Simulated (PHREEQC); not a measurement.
# Copper plating or etch bath: speciation

Make-up at 50 °C: 0.19 mol Cu(NO3)2, 2 mol HCl and 0.12 mol NaCl per kg of water. Closed to the air; pH follows from the charge balance.

Equilibrium calculation in PHREEQC: ion-association model, wateq4f.dat.

Each row changes one thing in this solution. No solid was allowed to form.

| case | pH | ionic strength (mol/kgw) | Cl- (mol/kgw) |
|---|---|---|---|
| as made | -0.15 | 2.37 | 1.95 |
| diluted 5-fold with water | 0.52 | 0.501 | [?] |
| NaCl left out | -0.15 | [?] | 1.83 |
| NaCl from 0.12 to 0.024 mol/kgw | -0.15 | 2.28 | 1.85 |
| Cu(NO3)2 left out | -0.16 | [?] | [?] |

Question: Some entries are withheld; supply them.

Answer: 
- diluted 5-fold with water, Cl- (mol/kgw): 0.405
- NaCl left out, ionic strength (mol/kgw): 2.26
- Cu(NO3)2 left out, ionic strength (mol/kgw): 2.12
- Cu(NO3)2 left out, Cl- (mol/kgw): 2.12

The ionic strength passes 0.7 mol/kgw, the rough limit of the ion-association models, in as made; NaCl left out; NaCl from 0.12 to 0.024 mol/kgw; Cu(NO3)2 left out. Constants without temperature data keep their 25 °C values here.
